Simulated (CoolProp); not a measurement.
Vapour-liquid equilibrium of n-hexane (1) + benzene (2) at 0.317 MPa; x and y are mole fractions of (1).

Model: multi-fluid Helmholtz-energy mixture model, Thol 2019 and Thol 2012; pair parameters Bell 2016, in CoolProp.

Problem. Give the bubble temperature and the first vapour's composition at x = 0.2, 0.35, 0.65. Is there an azeotrope?

Solution. x = 0.2: 116.2 °C, y = 0.288; x = 0.35: 113.6 °C, y = 0.435; x = 0.65: 110.8 °C, y = 0.682. y crosses x between x = 0.875 and 0.95: the model has an azeotrope there.

Pair parameters are fitted to limited data, so mixtures are less certain than the pure fluids.
